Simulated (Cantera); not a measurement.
An adiabatic, constant-volume homogeneous reactor starts with 2.63 % CH3OH, 9.19 % O2, 88.2 % N2, equivalence ratio 0.43, at 1775 K and 0.390 bar.

Computed with Cantera and GRI-Mech 3.0 (53 species, 325 reactions). GRI-Mech 3.0 was tuned for natural gas; its chemistry of methanol as a main component is partial and can be far from experiment.

One state of this run: T (K) = 2179; P (bar) = 0.491; x CH3OH = <1e-12; x O2 = 0.0508; x N2O = 1.83e-7; x NO2 = 1.68e-8; x NO = 0.000100; x CH3 = <1e-12. x: mole fraction; the columns are a selection and need not sum to one.

Question: Which value of t (s) does it belong to?
(A) 5.28e-5
(B) 0.00590
(C) 0.00122
(D) 1.10e-5

Answer: C, 0.00122
